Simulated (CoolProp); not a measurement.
Vapour-liquid equilibrium of CHF3 (R23) (1) + R227EA (2) at 263.3 K; x and y are mole fractions of (1).

Values from CoolProp's multi-fluid Helmholtz-energy mixture model, Penoncello 2003 and Lemmon 2016; pair parameters Bell 2016.

```json
[
 {"x": "0.05", "bubble pressure (bar)": "2.102", "y at the bubble point": "0.378", "dew pressure at overall composition x (bar)": "(withheld)", "liquid density (mol/L)": "9.177"},
 {"x": "0.15", "bubble pressure (bar)": "3.768", "y at the bubble point": "0.671", "dew pressure at overall composition x (bar)": "1.558", "liquid density (mol/L)": "9.658"},
 {"x": "0.25", "bubble pressure (bar)": "5.514", "y at the bubble point": "0.788", "dew pressure at overall composition x (bar)": "1.758", "liquid density (mol/L)": "10.18"},
 {"x": "0.35", "bubble pressure (bar)": "7.263", "y at the bubble point": "0.851", "dew pressure at overall composition x (bar)": "2.015", "liquid density (mol/L)": "10.73"},
 {"x": "0.45", "bubble pressure (bar)": "8.973", "y at the bubble point": "0.889", "dew pressure at overall composition x (bar)": "2.359", "liquid density (mol/L)": "11.34"},
 {"x": "0.55", "bubble pressure (bar)": "10.64", "y at the bubble point": "0.916", "dew pressure at overall composition x (bar)": "2.841", "liquid density (mol/L)": "11.99"},
 {"x": "0.65", "bubble pressure (bar)": "12.30", "y at the bubble point": "0.937", "dew pressure at overall composition x (bar)": "3.569", "liquid density (mol/L)": "12.71"},
 {"x": "0.75", "bubble pressure (bar)": "14.00", "y at the bubble point": "0.955", "dew pressure at overall composition x (bar)": "4.791", "liquid density (mol/L)": "13.48"},
 {"x": "0.85", "bubble pressure (bar)": "(withheld)", "y at the bubble point": "0.973", "dew pressure at overall composition x (bar)": "7.243", "liquid density (mol/L)": "14.34"},
 {"x": "0.95", "bubble pressure (bar)": "17.82", "y at the bubble point": "0.990", "dew pressure at overall composition x (bar)": "13.49", "liquid density (mol/L)": "(withheld)"}
]
```

Q: Some entries are withheld; supply them.

A: 
- 0.05, dew pressure at overall composition x (bar): 1.399
- 0.85, bubble pressure (bar): 15.81
- 0.95, liquid density (mol/L): 15.28

No azeotrope shows between x = 0.05 and 0.95.

Pair parameters are fitted to limited data, so mixtures are less certain than the pure fluids.
